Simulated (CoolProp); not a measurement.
A closed Brayton cycle with carbon dioxide: compressor inlet 323.15 K and 9.3 MPa, high pressure 29.4 MPa, turbine inlet 760 K, compressor efficiency 0.89, turbine efficiency 0.85, recuperator effectiveness 0.8 (on enthalpy, no pinch check). Each further row changes one setting.

Model: reference Helmholtz-energy equation of state, Span 1996, in CoolProp.

```tsv
case	thermal efficiency (%)	net work (kJ/kg)	compressor to turbine work	compressor exit (K)	turbine exit (K)
as stated	27.6	76.6	0.40	405.4	635.3
turbine inlet 710 K	25.8	___	0.44	405.4	589.6
compressor inlet 333.15 K	25.9	67.2	0.47	428.1	635.3
high pressure 25 MPa	___	69.5	0.38	___	652.5
recuperator effectiveness 0.5	21.4	76.6	0.40	405.4	635.3
```

Question: Fill in the missing entries.

Answer: 
- turbine inlet 710 K, net work (kJ/kg): 66.3
- high pressure 25 MPa, thermal efficiency (%): 26.5
- high pressure 25 MPa, compressor exit (K): 393.6
